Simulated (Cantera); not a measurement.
A Cantera script and what it prints.

```python
import numpy as np
import cantera as ct

gas_names = """
    Hg N NO NO2 NO3 N2 N2O O O2 O3
""".split()
cond_names = """
    Hg(cr) Hg(L) HgO(s)
""".split()


# ... load() reads the species with a 1 bar reference pressure and builds the phases ...
atoms = {
    'HgO': {'Hg': 1, 'O': 1},
    'O2': {'O': 2},
    'N2': {'N': 2},
}
top_T = {}  # K; cautious upper limits of use, not melting points


# ... equilibrate(T, P, feed) seeds the gas with the atoms and calls Mixture.equilibrate('TP', solver="vcs", rtol=1e-11, max_steps=5000) ...
results = []
feed = {'HgO': 1, 'O2': 1.6, 'N2': 0.61}  # mol
P = 300000  # Pa
for T in [648, 748, 848, 948, 1048, 1148, 1248, 1348, 1448, 1548, 1648]:
    mix = equilibrate(T, P, feed)
    results.append((T, P, feed, dict(zip(mix.species_names, mix.species_moles))))

top = {s: max(r[3][s] / sum(r[3][g] for g in gas_names) for r in results) for s in gas_names}
cols = sorted((s for s in top if top[s] > 1e-05), key=lambda s: -top[s])[:8]
seen = [c for c in cond_names if any(r[3].get(c, 0) > 1e-12 for r in results)]
print("log10 of partial pressures in bar; condensed amounts in mol")
print(f"{'T/K':>10s}" + "".join(f"{s[:9]:>10s}" for s in cols + seen))
for T, P, feed, n in results:
    ng = sum(n[g] for g in gas_names)
    print(f"{T:10.4g}" + "".join(f"{np.log10(max(n[s] / ng * P / 1e5, 1e-99)):10.3f}" for s in cols)
          + "".join(f"{n.get(c, 0):10.4g}" for c in seen))
```

Output:

```
log10 of partial pressures in bar; condensed amounts in mol
       T/K        O2        N2        Hg        NO       NO2         O    HgO(s)
       648     0.335    -0.086    -1.757    -6.582    -5.694   -16.783     0.987
       748     0.241    -0.281    -0.133    -5.743    -5.529   -14.121    0.1416
       848     0.230    -0.307    -0.092    -5.008    -5.279   -12.052         0
       948     0.230    -0.307    -0.092    -4.414    -5.062   -10.412         0
      1048     0.230    -0.307    -0.092    -3.934    -4.886    -9.084         0
      1148     0.230    -0.307    -0.092    -3.537    -4.740    -7.985         0
      1248     0.230    -0.307    -0.092    -3.204    -4.617    -7.062         0
      1348     0.230    -0.307    -0.092    -2.920    -4.511    -6.274         0
      1448     0.230    -0.308    -0.092    -2.675    -4.420    -5.595         0
      1548     0.230    -0.308    -0.092    -2.462    -4.340    -5.003         0
      1648     0.229    -0.309    -0.092    -2.276    -4.269    -4.482         0
```

Cantera equilibrium calculation (NASA polynomials, part measured and part estimated; ideal gas, pure solids and liquids).
